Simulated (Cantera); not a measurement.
Feed: 1 mol PbO, 0.6 mol CO, at 133 Pa.

Equilibrium computed with Cantera from the NASA thermochemical tables; the gas is ideal and each condensed phase is pure. Candidate condensed phases: C, Pb, PbO, PbO2, Pb3O4; 15 gas species. Gases not in the tables: (PbO)n polymers. Rates play no part. All values below are at 1675 K.

Base state: Pb 0.421, CO2 0.361, PbO 0.186, O2 0.0299, CO 0.00292, O 0.000162 (mole fractions); condensed: gas only.

Problem. What changes in the equilibrium state with this change: CO from 0.6 to 8.2 mol?

Solution. 
```json
[
 {"species": "CO", "before": "0.00292", "after": "0.783"},
 {"species": "CO2", "before": "0.361", "after": "0.109"},
 {"species": "Pb", "before": "0.421", "after": "0.109"},
 {"species": "O2", "before": "0.0299", "after": "3.78e-8"},
 {"species": "PbO", "before": "0.186", "after": "5.39e-5"},
 {"species": "O", "before": "0.000162", "after": "1.82e-7"}
]
```
